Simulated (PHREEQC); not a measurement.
0.03 g of hydrous ferric oxide (600 m²/g; 0.2 weak and 0.005 strong sites per Fe, Dzombak-Morel constants, diffuse double layer) in 1 kg of water with 0.01 mol/kgw of an inert sodium salt and 3.2e-07 mol/kgw CaCl2, 9.3e-08 mol/kgw SrCl2 and 8.9e-07 mol/kgw NiCl2, at 25 °C; the pH is set by adding NaOH or the inert anion's acid. O2 is buffered at 0.21 atm. The system is closed to CO2. No solid was allowed to form.

The series has 13 steps of pH, from 3 to 9.

Computed with PHREEQC (ion-association model, wateq4f.dat).

Q: Near which pH is half of the Ca sorbed, and on which side is more sorbed?

A: Near pH 8.9, with more sorbed at higher pH.

Q: Near which pH is half of the Sr sorbed, and on which side is more sorbed?

A: Near pH 8.9, with more sorbed at higher pH.

Q: Near which pH is half of the Ni sorbed, and on which side is more sorbed?

A: Near pH 6.9, with more sorbed at higher pH.

Species that the database lacks are ignored. The oxide is taken as insoluble; below pH 4 it would dissolve.
